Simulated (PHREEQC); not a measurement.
1 g of hydrous ferric oxide (600 m²/g; 0.2 weak and 0.005 strong sites per Fe, Dzombak-Morel constants, diffuse double layer) in 1 kg of water with 0.005 mol/kgw of an inert sodium salt and 0.0048 mmol/kgw SrCl2 and 0.027 mmol/kgw MgCl2, at 25 °C; the pH is set by adding NaOH or the inert anion's acid. Oxygen is held at 0.21 atm. No CO2 enters from the air. Precipitation was switched off in this run.

Model: ion-association model, wateq4f.dat, run in PHREEQC.

```csv
pH,Sr sorbed (%),Mg sorbed (%),surface charge σ (C/m²),surface potential ψ (mV)
4,0.0,0.0,0.188,192
4.5,0.0,0.0,0.135,176
5,0.0,0.0,0.092,158
5.5,0.0,0.0,…,137
6,0.0,0.0,…,114
6.5,…,0.3,0.023,88
7.5,18.1,20.9,0.006,…
8,64.0,70.6,0.001,7
8.5,…,…,-0.003,-20
9,99.2,99.5,…,-48
9.5,99.9,99.9,-0.017,-75
10,100.0,100.0,-0.030,-101
```

Task: Some entries are withheld; supply them.

Result: 
- 5.5, surface charge σ (C/m²): 0.061
- 6, surface charge σ (C/m²): 0.038
- 6.5, Sr sorbed (%): 0.3
- 7.5, surface potential ψ (mV): 35
- 8.5, Sr sorbed (%): 93.7
- 8.5, Mg sorbed (%): 95.7
- 9, surface charge σ (C/m²): -0.009
